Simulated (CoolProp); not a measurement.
Hexamethyldisiloxane (MM) along the isotherm 620 K: Z from the reference equation and from simpler models built on Tc = 518.7 K, pc = 1.931 MPa, ω = 0.418; each cubic takes its own stable root.

Computed with CoolProp (reference Helmholtz-energy equation of state, Thol 2016).

```tsv
p (MPa)	phase	reference
0.0611	gas	0.9941
0.139	gas	0.9866
0.316	gas	0.9693
0.72	gas	0.9294
1.64	gas	0.8391
3.73	supercritical	0.6618
8.49	supercritical	0.6837
19.3	supercritical	1.204
```

Task: How far does each simpler model (van der Waals, Redlich-Kwong, Soave-Redlich-Kwong, Peng-Robinson) lie from the reference over these 8 states: mean and median of the absolute difference, and the worst?

Result: 
- van der Waals: mean 7.2 %, median 1.7 %, worst +21.8 % at 620 K and 19.3 MPa
- Redlich-Kwong: mean 2.3 %, median 0.7 %, worst -11.5 % at 620 K and 3.73 MPa
- Soave-Redlich-Kwong: mean 2.4 %, median 1.1 %, worst +9.6 % at 620 K and 8.49 MPa
- Peng-Robinson: mean 1.3 %, median 0.4 %, worst -7.7 % at 620 K and 19.3 MPa
